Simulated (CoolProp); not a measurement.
A Linde-Hampson liquefier for normal hydrogen: isothermal reversible compression at 290 K from 1 atm to 10 MPa, throttling to 1 atm, return gas leaving the recuperator 2 K below the feed. Each further row changes one setting.

Model: reference Helmholtz-energy equation of state, Leachman 2009, in CoolProp.

| case | compression work (kJ/kg of gas) |
|---|---|
| as stated | 5560 |
| high pressure 20 MPa | 6470 |
| warm-end temperature 320 K | 6130 |
| warm-end gap 7 K | 5560 |
